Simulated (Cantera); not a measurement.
A closed system holds: 1 mol CCl₄, 1.7 mol F₂, at 1398.15 K and 10.0 mbar.

These are equilibrium values from Cantera (NASA tables, ideal gas, pure condensed phases), not measurements of a reactor. Candidate condensed phases: C; 27 gas species. Gases not in the tables: C₂F₆ and larger saturated fluorocarbons. Kinetics and transport are ignored.

Base state: Cl₂ 0.525, CF₄ 0.260, Cl 0.203, CClF₃ 0.0121, CCl₂F₂ 0.000503, CF₂ 4.25e-5, ClF 4.07e-5, CCl₃F 1.65e-5 (mole fractions); condensed: C(graphite).

Problem. What changes in the equilibrium state with this change: F₂ from 1.7 to 0.4 mol?

Solution. 
| species | before | after |
|---|---|---|
| Cl₂ | 0.525 | 0.686 |
| Cl | 0.203 | 0.232 |
| CF₄ | 0.260 | 0.0761 |
| CClF₃ | 0.0121 | 0.00554 |
| CF₂ | 4.25e-5 | 2.30e-5 |
| CCl₂F₂ | 0.000503 | 0.000356 |
| ClF | 4.07e-5 | 3.43e-5 |
| C(graphite), mol | 0.140 | 0.796 |
